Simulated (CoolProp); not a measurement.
Vapour-liquid equilibrium of n-heptane (1) + ethylbenzene (2) at 8.5 bar; x and y are mole fractions of (1).

Values from CoolProp's multi-fluid Helmholtz-energy mixture model, Span 2003 and Zhou 2012; pair parameters Bell 2016.

Question: Give the bubble temperature and the first vapour's composition at x = 0.55, 0.75, 0.95. Is there an azeotrope?

Answer: x = 0.55: 206.7 °C, y = 0.689; x = 0.75: 199.5 °C, y = 0.836; x = 0.95: 193.3 °C, y = 0.968. No azeotrope shows between x = 0.05 and 0.95.

The pair parameters rest on a limited set of measurements; away from them the model extrapolates.
